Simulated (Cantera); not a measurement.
A Cantera script and what it prints.

```python
import numpy as np
import cantera as ct

gas_names = """
    F F2 H HF H2 H2F2 H3F3 H4F4 H5F5 H6F6 H7F7 N NF NF2 NF3 NH NH2 NH3 N2 N2H2 N2H4 Si SiF SiF2 SiF3
    SiF4 SiH SiHF3 SiH2 SiH2F2 SiH3 SiH3F SiH4 SiN Si2 Si2N Si3
""".split()
cond_names = """
    Si(cr) Si(L) Si3N4(a)
""".split()


# ... load() reads the species with a 1 bar reference pressure and builds the phases ...
atoms = {
    'Si': {'Si': 1},
    'HF': {'H': 1, 'F': 1},
    'N2': {'N': 2},
}
top_T = {'Si3N4(a)': 2400}  # K; cautious upper limits of use, not melting points


# ... equilibrate(T, P, feed) seeds the gas with the atoms and calls Mixture.equilibrate('TP', solver="vcs", rtol=1e-11, max_steps=5000) ...
results = []
T = 875  # K
P = 7.7  # Pa
for m in [2.4, 3.1, 4, 5.2, 6.7, 8.7, 11, 15]:
    feed = {'Si': 1, 'HF': m, 'N2': 1.8}  # mol
    mix = equilibrate(T, P, feed)
    results.append((T, P, feed, dict(zip(mix.species_names, mix.species_moles))))

top = {s: max(r[3][s] / sum(r[3][g] for g in gas_names) for r in results) for s in gas_names}
cols = sorted((s for s in top if top[s] > 0.0001), key=lambda s: -top[s])[:5]
seen = [c for c in cond_names if any(r[3].get(c, 0) > 1e-12 for r in results)]
print("log10 of partial pressures in bar; condensed amounts in mol")
print(f"{'n(HF)':>10s}" + "".join(f"{s[:9]:>10s}" for s in cols + seen))
for T, P, feed, n in results:
    ng = sum(n[g] for g in gas_names)
    print(f"{feed['HF']:10.4g}" + "".join(f"{np.log10(max(n[s] / ng * P / 1e5, 1e-99)):10.3f}" for s in cols)
          + "".join(f"{n.get(c, 0):10.4g}" for c in seen))
```

Output:

```
log10 of partial pressures in bar; condensed amounts in mol
     n(HF)        HF        N2        H2      SiF4  Si3N4(a)
       2.4    -7.611    -4.451    -4.557    -4.859    0.1334
       3.1    -7.592    -4.495    -4.523    -4.824   0.07509
         4    -7.578    -4.540    -4.494    -4.795 0.0001133
       5.2    -4.812    -4.636    -4.591    -4.892         0
       6.7    -4.557    -4.733    -4.688    -4.989         0
       8.7    -4.419    -4.836    -4.790    -5.091         0
        11    -4.340    -4.930    -4.884    -5.185         0
        15    -4.271    -5.057    -5.011    -5.312         0
```

Cantera equilibrium calculation (NASA polynomials, part measured and part estimated; ideal gas, pure solids and liquids). N2 is the only nitrogen source here; it is nearly inert below about 1500 K, so the nitride shown seldom forms there in practice.
